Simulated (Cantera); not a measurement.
# NO annealing gas

An isothermal, constant-pressure homogeneous reactor starts with NO : N₂ = 1 : 3.3 (molar parts), at 1973 K and 160000 Pa.

Detailed kinetics in Cantera: GRI-Mech 3.0 (53 species, 325 reactions).

| t (s) | x NO | x O₂ | x N₂O | x N₂ | x NO₂ | x O |
|---|---|---|---|---|---|---|
| 0.000100 | 0.233 | 1.27e-7 | 7.09e-6 | 0.767 | 5.79e-6 | 3.55e-6 |
| 0.000298 | 0.232 | 1.58e-6 | 1.60e-5 | 0.767 | 2.17e-5 | 9.80e-6 |
| 0.000891 | 0.232 | 2.58e-5 | 2.47e-5 | 0.768 | 5.83e-5 | 2.35e-5 |
| 0.00266 | 0.232 | 0.000184 | 2.62e-5 | 0.768 | 7.25e-5 | 2.86e-5 |
| 0.00794 | 0.231 | 0.000685 | 2.59e-5 | 0.768 | 7.64e-5 | 3.02e-5 |
| 0.0237 | 0.228 | 0.00218 | 2.52e-5 | 0.770 | 8.66e-5 | 3.44e-5 |
| 0.0707 | 0.219 | 0.00659 | 2.32e-5 | 0.774 | 0.000109 | 4.46e-5 |
| 0.211 | 0.194 | 0.0189 | 1.81e-5 | 0.787 | 0.000143 | 6.49e-5 |
| 0.630 | 0.137 | 0.0475 | 9.06e-6 | 0.815 | 0.000152 | 9.66e-5 |
| 1.88 | 0.0570 | 0.0876 | 1.84e-6 | 0.855 | 8.43e-5 | 0.000129 |
| 5.61 | 0.0123 | 0.110 | 4.65e-7 | 0.878 | 2.03e-5 | 0.000143 |
| 16.8 | 0.00564 | 0.113 | 4.18e-7 | 0.881 | 9.44e-6 | 0.000145 |
| 50.0 | 0.00554 | 0.113 | 4.18e-7 | 0.881 | 9.29e-6 | 0.000145 |
x: mole fraction; the columns are a selection and need not sum to one.

Equilibrium at this temperature and pressure: NO 0.00554, O₂ 0.113, N₂O 4.18e-7, N₂ 0.881, NO₂ 9.29e-6, O 0.000145 (gas phase only).
